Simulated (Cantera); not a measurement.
An isothermal, constant-pressure homogeneous reactor starts with NH3 : H2 = 1 : 0.13 (molar parts), at 1975 K and 18.0 Torr. Integrator tolerance rtol = 1e-08.

Computed with Cantera and the gas-phase N/H chemistry of the illustrative SiF4/NH3 mechanism in the Surface Chemkin manual (1991). Walls and surfaces, which speed up NH3 decomposition in real reactors, are not modelled.

**Question.** What does this change do: pressure from 18.0 Torr to 760 Torr?

**Answer.** 
```
quantity                                             before                                     after
-----------------  ----------------------------------------  ----------------------------------------
x(NH3) at 3.00 s     0.0753 (gas-phase equilibrium 1.60e-7)  0.000376 (gas-phase equilibrium 6.84e-6)
x(H2) at 3.00 s         0.709 (gas-phase equilibrium 0.758)       0.764 (gas-phase equilibrium 0.764)
x(H) at 3.00 s     0.000769 (gas-phase equilibrium 0.00774)   0.00120 (gas-phase equilibrium 0.00120)
x(N2) at 3.00 s         0.215 (gas-phase equilibrium 0.234)       0.235 (gas-phase equilibrium 0.235)
x(N2H2) at 3.00 s    4.13e-7 (gas-phase equilibrium <1e-12)   2.76e-11 (gas-phase equilibrium <1e-12)
x(N) at 3.00 s      1.04e-6 (gas-phase equilibrium 1.95e-9)  1.64e-8 (gas-phase equilibrium 3.00e-10)
```

**Question.** What does this change do: pressure from 18.0 Torr to 218 Torr?

**Answer.** 
| quantity | before | after |
|---|---|---|
| x(NH3) at 3.00 s | 0.0753 (gas-phase equilibrium 1.60e-7) | 0.000264 (gas-phase equilibrium 1.95e-6) |
| x(H2) at 3.00 s | 0.709 (gas-phase equilibrium 0.758) | 0.763 (gas-phase equilibrium 0.763) |
| x(H) at 3.00 s | 0.000769 (gas-phase equilibrium 0.00774) | 0.00223 (gas-phase equilibrium 0.00223) |
| x(N2) at 3.00 s | 0.215 (gas-phase equilibrium 0.234) | 0.234 (gas-phase equilibrium 0.234) |
| x(N2H2) at 3.00 s | 4.13e-7 (gas-phase equilibrium <1e-12) | 7.10e-11 (gas-phase equilibrium <1e-12) |
| x(N) at 3.00 s | 1.04e-6 (gas-phase equilibrium 1.95e-9) | 7.49e-8 (gas-phase equilibrium 5.61e-10) |
